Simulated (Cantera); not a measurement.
## SiH4 + C2H4 + H2 (silicon carbide growth)

Input: 1 mol SiH4, 1.3 mol C2H4, 3.3 mol H2, equilibrated at 0.430 bar.

Equilibrium computed with Cantera from the NASA thermochemical tables; the gas is ideal and each condensed phase is pure. Candidate condensed phases: C, C6H6, C7H8, C8H18, Si, SiC; 87 gas species. Gases not in the tables: Si2H6 and higher silanes. Equilibrium is a limit: real reactors are often held back by kinetics, nucleation or transport.

From 1450 K to 2550 K the condensed part is C(graphite) + SiC(s).

```json
[
 {"T (K)": "1450", "log p H2": "-0.37", "log p H": "-5.21", "log p C2H2 (acetylene)": "-5.68", "log p Si": "-10.74", "log p CH4": "-3.22", "log p SiC2": "<-12", "n C(graphite)": "1.59", "n SiC(s)": "1.00"},
 {"T (K)": "1550", "log p H2": "-0.37", "log p H": "-4.69", "log p C2H2 (acetylene)": "-5.16", "log p Si": "-9.53", "log p CH4": "-3.43", "log p SiC2": "-12.11", "n C(graphite)": "1.59", "n SiC(s)": "1.00"},
 {"T (K)": "1650", "log p H2": "-0.37", "log p H": "-4.23", "log p C2H2 (acetylene)": "-4.71", "log p Si": "-8.48", "log p CH4": "-3.61", "log p SiC2": "-10.73", "n C(graphite)": "1.59", "n SiC(s)": "1.000"},
 {"T (K)": "1750", "log p H2": "-0.37", "log p H": "-3.82", "log p C2H2 (acetylene)": "-4.31", "log p Si": "-7.54", "log p CH4": "-3.77", "log p SiC2": "-9.51", "n C(graphite)": "1.60", "n SiC(s)": "1.000"},
 {"T (K)": "1850", "log p H2": "-0.37", "log p H": "-3.45", "log p C2H2 (acetylene)": "-3.95", "log p Si": "-6.71", "log p CH4": "-3.92", "log p SiC2": "-8.43", "n C(graphite)": "1.59", "n SiC(s)": "1.000"},
 {"T (K)": "1950", "log p H2": "-0.37", "log p H": "-3.12", "log p C2H2 (acetylene)": "-3.63", "log p Si": "-5.97", "log p CH4": "-4.05", "log p SiC2": "-7.45", "n C(graphite)": "1.59", "n SiC(s)": "1.000"},
 {"T (K)": "2050", "log p H2": "-0.37", "log p H": "-2.83", "log p C2H2 (acetylene)": "-3.34", "log p Si": "-5.29", "log p CH4": "-4.17", "log p SiC2": "-6.58", "n C(graphite)": "1.58", "n SiC(s)": "1.000"},
 {"T (K)": "2150", "log p H2": "-0.37", "log p H": "-2.56", "log p C2H2 (acetylene)": "-3.08", "log p Si": "-4.69", "log p CH4": "-4.27", "log p SiC2": "-5.79", "n C(graphite)": "1.57", "n SiC(s)": "0.999"},
 {"T (K)": "2250", "log p H2": "-0.37", "log p H": "-2.32", "log p C2H2 (acetylene)": "-2.85", "log p Si": "-4.13", "log p CH4": "-4.37", "log p SiC2": "-5.07", "n C(graphite)": "1.55", "n SiC(s)": "0.998"},
 {"T (K)": "2350", "log p H2": "-0.38", "log p H": "-2.09", "log p C2H2 (acetylene)": "-2.64", "log p Si": "-3.63", "log p CH4": "-4.47", "log p SiC2": "-4.41", "n C(graphite)": "1.52", "n SiC(s)": "0.992"},
 {"T (K)": "2450", "log p H2": "-0.38", "log p H": "-1.89", "log p C2H2 (acetylene)": "-2.44", "log p Si": "-3.16", "log p CH4": "-4.56", "log p SiC2": "-3.81", "n C(graphite)": "1.48", "n SiC(s)": "0.977"},
 {"T (K)": "2550", "log p H2": "-0.40", "log p H": "-1.70", "log p C2H2 (acetylene)": "-2.27", "log p Si": "-2.73", "log p CH4": "-4.65", "log p SiC2": "-3.26", "n C(graphite)": "1.43", "n SiC(s)": "0.935"}
]
```
log p: log10 of the partial pressure in bar; n: condensed amount in mol.
